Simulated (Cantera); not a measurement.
Input (Python, Cantera) and output of one run.

```python
import numpy as np
import cantera as ct

gas_names = """
    Fe H H2 H2S N NH NH2 NH3 N2 N2H2 N2H4 S SH SN S2 S8
""".split()
cond_names = """
    Fe(a) Fe(c) Fe(d) Fe(L) FeS(a) FeS(b) FeS(c) FeS(L) FeS2(s) S(cr1) S(cr2) S(L)
""".split()


def load(file, names, dense=False):
    # The tables refer to 1 bar. Condensed volumes are neglected.
    table = {s.name: s for s in ct.Species.list_from_file(file)}
    out = []
    for n in names:
        d = dict(table[n].input_data)
        d["thermo"] = dict(d["thermo"], **{"reference-pressure": 1e5})
        if dense:
            d["equation-of-state"] = {"model": "constant-volume", "density": "1e6 g/cm^3"}
        out.append(ct.Species.from_dict(d))
    return out


gas = ct.Solution(thermo="ideal-gas", species=load("nasa_gas.yaml", gas_names))
cond = {s.name: ct.Solution(thermo="fixed-stoichiometry", species=[s], name=s.name)
        for s in load("nasa_condensed.yaml", cond_names, dense=True)}
atoms = {
    'FeS': {'Fe': 1, 'S': 1},
    'H2': {'H': 2},
    'N2': {'N': 2},
}
top_T = {'FeS2(s)': 1010}  # K; cautious upper limits of use, not melting points


def equilibrate(T, P, feed):
    n = {}
    for name, mol in feed.items():
        for a, k in atoms[name].items():
            n[a] = n.get(a, 0.0) + k * mol
    gas.TPX = T, P, n
    mass = sum(n.values()) * gas.mean_molecular_weight
    gas.equilibrate("TP")
    valid = [c for c in cond.values() if c.min_temp <= T <= top_T.get(c.name, c.max_temp)]
    mix = ct.Mixture([(gas, mass / gas.mean_molecular_weight)] + [(c, 0.0) for c in valid])
    mix.T, mix.P = T, P
    mix.equilibrate("TP", solver="vcs", rtol=1e-11, max_steps=5000)
    return mix


results = []
feed = {'FeS': 1, 'H2': 8.6, 'N2': 7.8}  # mol
P = 13332.2  # Pa
for T in [700, 750, 800, 850, 900, 950, 1000, 1050, 1100, 1150, 1200, 1250, 1300, 1350]:
    mix = equilibrate(T, P, feed)
    results.append((T, P, feed, dict(zip(mix.species_names, mix.species_moles))))
    x = sorted(zip(gas.X, gas.species_names), reverse=True)
    print(f"T = {T:g} K  P = {P:g} Pa  gas = {mix.phase_moles(0):.4g} mol")
    print("   x: " + "  ".join(f"{s} {v:.3e}" for v, s in x if v > 1e-06))
    print("   condensed (mol): " + ("  ".join(f"{mix.phase(i).name} {mix.phase_moles(i):.4g}"
          for i in range(1, mix.n_phases) if mix.phase_moles(i) > 1e-12) or "none"))
```

Result:

```
T = 700 K  P = 13332.2 Pa  gas = 16.39 mol
   x: H2 5.241e-01  N2 4.756e-01  NH3 3.268e-04  H2S 1.938e-05
   condensed (mol): Fe(a) 0.0003176  FeS(c) 0.9997
T = 750 K  P = 13332.2 Pa  gas = 16.4 mol
   x: H2 5.242e-01  N2 4.756e-01  NH3 1.783e-04  H2S 4.158e-05
   condensed (mol): Fe(a) 0.0006818  FeS(c) 0.9993
T = 800 K  P = 13332.2 Pa  gas = 16.4 mol
   x: H2 5.242e-01  N2 4.756e-01  NH3 1.043e-04  H2S 8.062e-05
   condensed (mol): Fe(a) 0.001322  FeS(c) 0.9987
T = 850 K  P = 13332.2 Pa  gas = 16.4 mol
   x: H2 5.242e-01  N2 4.756e-01  H2S 1.440e-04  NH3 6.477e-05
   condensed (mol): Fe(a) 0.002362  FeS(c) 0.9976
T = 900 K  P = 13332.2 Pa  gas = 16.4 mol
   x: H2 5.241e-01  N2 4.756e-01  H2S 2.408e-04  NH3 4.226e-05
   condensed (mol): Fe(a) 0.003949  FeS(c) 0.9961
T = 950 K  P = 13332.2 Pa  gas = 16.4 mol
   x: H2 5.240e-01  N2 4.756e-01  H2S 3.810e-04  NH3 2.876e-05
   condensed (mol): Fe(a) 0.006249  FeS(c) 0.9938
T = 1000 K  P = 13332.2 Pa  gas = 16.4 mol
   x: H2 5.238e-01  N2 4.756e-01  H2S 5.765e-04  NH3 2.029e-05
   condensed (mol): Fe(a) 0.009455  FeS(c) 0.9905
T = 1050 K  P = 13332.2 Pa  gas = 16.4 mol
   x: H2 5.235e-01  N2 4.756e-01  H2S 8.415e-04  NH3 1.477e-05
   condensed (mol): Fe(a) 0.0138  FeS(c) 0.9862
T = 1100 K  P = 13332.2 Pa  gas = 16.4 mol
   x: H2 5.232e-01  N2 4.756e-01  H2S 1.195e-03  NH3 1.106e-05
   condensed (mol): Fe(a) 0.0196  FeS(c) 0.9804
T = 1150 K  P = 13332.2 Pa  gas = 16.4 mol
   x: H2 5.227e-01  N2 4.756e-01  H2S 1.646e-03  NH3 8.473e-06
   condensed (mol): Fe(a) 0.02701  FeS(c) 0.973
T = 1200 K  P = 13332.2 Pa  gas = 16.4 mol
   x: H2 5.222e-01  N2 4.756e-01  H2S 2.207e-03  NH3 6.631e-06  SH 1.369e-06
   condensed (mol): Fe(c) 0.03623  FeS(c) 0.9638
T = 1250 K  P = 13332.2 Pa  gas = 16.4 mol
   x: H2 5.215e-01  N2 4.756e-01  H2S 2.891e-03  NH3 5.287e-06  SH 3.475e-06
   condensed (mol): Fe(c) 0.04749  FeS(c) 0.9525
T = 1300 K  P = 13332.2 Pa  gas = 16.4 mol
   x: H2 5.207e-01  N2 4.756e-01  H2S 3.698e-03  SH 8.187e-06  NH3 4.285e-06  S2 3.067e-06  H 2.186e-06
   condensed (mol): Fe(c) 0.06088  FeS(c) 0.9391
T = 1350 K  P = 13332.2 Pa  gas = 16.4 mol
   x: H2 5.197e-01  N2 4.756e-01  H2S 4.631e-03  SH 1.806e-05  S2 8.980e-06  H 4.705e-06  NH3 3.524e-06
   condensed (mol): Fe(c) 0.07655  FeS(c) 0.9235
```

Equilibrium computed with Cantera from the NASA thermochemical tables; the gas is ideal and each condensed phase is pure. Metal and sulfide melt together well below either melting point, which pure phases cannot show. Mutual solubility and eutectic melting of coexisting phases are not modelled. FeS: taken at fixed stoichiometry.
